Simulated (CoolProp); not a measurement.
Vapour-liquid equilibrium of o-xylene (1) + n-undecane (2) at 263.85 °C; x and y are mole fractions of (1).

Values from CoolProp's multi-fluid Helmholtz-energy mixture model, Zhou 2012 and Aleksandrov 2011; pair parameters Bell 2016.

**Question.** Give the bubble pressure and the first vapour's composition at x = 0.35, 0.5, 0.8. Is there an azeotrope?

**Answer.** x = 0.35: 0.6274 MPa, y = 0.526; x = 0.5: 0.7268 MPa, y = 0.675; x = 0.8: 0.9411 MPa, y = 0.893. No azeotrope shows between x = 0.05 and 0.95.

Pair parameters are fitted to limited data, so mixtures are less certain than the pure fluids.
